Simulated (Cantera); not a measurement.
Premixed flame

A freely propagating, adiabatic, planar premixed flame of C₂H₆ : O₂ : N₂ : CO₂ = 1 : 3.18 : 12 : 0.026 (molar parts), equivalence ratio 1.1, unburnt at 350 K and 150000 Pa; mixture-averaged transport, grid criteria slope 0.08 and curve 0.16, no radiation.

Computed with Cantera and GRI-Mech 3.0 (53 species, 325 reactions). Burning velocities carry a grid error of a few per cent, more on coarse grids.

| z (mm) | T (K) | u (m/s) | x C₂H₆ | x O₂ | x NO | x HCN | x NO₂ | x HO₂ |
|---|---|---|---|---|---|---|---|---|
| -0.758 | 350 | 0.504 | 0.0616 | 0.196 | <1e-8 | <1e-8 | <1e-8 | 8.46e-8 |
| -0.505 | 352 | 0.507 | 0.0615 | 0.195 | <1e-8 | <1e-8 | <1e-8 | 8.04e-7 |
| -0.379 | 360 | 0.520 | 0.0613 | 0.194 | <1e-8 | <1e-8 | 3.10e-8 | 4.18e-6 |
| -0.253 | 426 | 0.621 | 0.0598 | 0.188 | 9.60e-8 | 9.94e-8 | 3.09e-7 | 4.33e-5 |
| -0.126 | 885 | 1.33 | 0.0429 | 0.147 | 2.89e-6 | 1.42e-6 | 1.18e-6 | 0.000386 |
| -0.0632 | 1340 | 2.05 | 0.0189 | 0.101 | 8.36e-6 | 3.48e-6 | 3.27e-7 | 0.000315 |
| 0 | 1752 | 2.73 | 0.00122 | 0.0526 | 1.64e-5 | 6.64e-6 | 1.95e-8 | 0.000124 |
| 0.0632 | 1921 | 3.00 | 3.08e-6 | 0.0253 | 2.74e-5 | 6.14e-6 | <1e-8 | 1.66e-5 |
| 0.126 | 1971 | 3.06 | <1e-8 | 0.0157 | 3.51e-5 | 2.81e-6 | <1e-8 | 6.88e-6 |
| 0.253 | 2025 | 3.12 | <1e-8 | 0.0107 | 4.17e-5 | 4.50e-7 | <1e-8 | 4.49e-6 |
| 0.505 | 2088 | 3.21 | <1e-8 | 0.00798 | 4.84e-5 | 1.78e-8 | <1e-8 | 3.07e-6 |
| 1.01 | 2154 | 3.30 | <1e-8 | 0.00560 | 5.77e-5 | <1e-8 | <1e-8 | 1.90e-6 |
| 2.02 | 2212 | 3.37 | <1e-8 | 0.00344 | 7.04e-5 | <1e-8 | <1e-8 | 1.03e-6 |
x: mole fraction of selected species; z is measured from the peak of heat release.

laminar burning velocity: 50.3 cm/s
thermal thickness: 0.253 mm
peak x(HCN): 7.26e-6
peak x(HO₂): 0.000393
grid points: 147
